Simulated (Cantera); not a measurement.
Input: 1 mol Si2Cl6, a varied amount of H2, held at 1025 K and 0.610 bar.

These are equilibrium values from Cantera (NASA tables, ideal gas, pure condensed phases), not measurements of a reactor. Candidate condensed phases: Si; 19 gas species. The feed counts by its element totals alone. Rates play no part.

**Question.** What share of the Si ends up in condensed phases as a function of n(H2) (mol), at 73, 98, 130, 180, 240, 320, 430, 570, 770?

**Answer.** 
```csv
n(H2) (mol),Si condensed (%),as
73,23.0,Si(s)
98,24.5,Si(s)
130,26.4,Si(s)
180,29.2,Si(s)
240,32.4,Si(s)
320,36.2,Si(s)
430,40.9,Si(s)
570,46.3,Si(s)
770,52.7,Si(s)
```
